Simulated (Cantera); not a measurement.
A perfectly stirred reactor is fed with 26.3 % C₂H₆, 73.7 % N₂, at 0.0128 atm; it is held at 1200 K, and followed from long to short residence time.

Computed with Cantera and GRI-Mech 3.0 (53 species, 325 reactions). GRI-Mech 3.0 stops at C3 and has no aromatics, soot or wall deposition, so with more carbon than oxygen in the feed, carbon stays in small species such as C2H2 where larger ones or solid carbon would form. Radical loss at walls, strong at low pressure, is not modelled.

### Question
Predict: x(C₂H₆) at τ = 12.0 s; x(H₂) at τ = 12.0 s; x(C₂H₂) at τ = 12.0 s; x(C₂H₄) at τ = 12.0 s; x(CH₃) at τ = 12.0 s; x(C₂H₆) at τ = 0.330 s; x(H₂) at τ = 0.330 s; x(C₂H₂) at τ = 0.330 s; x(C₂H₄) at τ = 0.330 s; x(CH₃) at τ = 0.330 s.

### Answer
```
Item                       Value
----------------------  --------
x(C₂H₆) at τ = 12.0 s    0.00328
x(H₂) at τ = 12.0 s        0.252
x(C₂H₂) at τ = 12.0 s      0.116
x(C₂H₄) at τ = 12.0 s     0.0459
x(CH₃) at τ = 12.0 s     4.60e-5
x(C₂H₆) at τ = 0.330 s    0.0749
x(H₂) at τ = 0.330 s       0.125
x(C₂H₂) at τ = 0.330 s    0.0171
x(C₂H₄) at τ = 0.330 s     0.111
x(CH₃) at τ = 0.330 s   0.000210
```
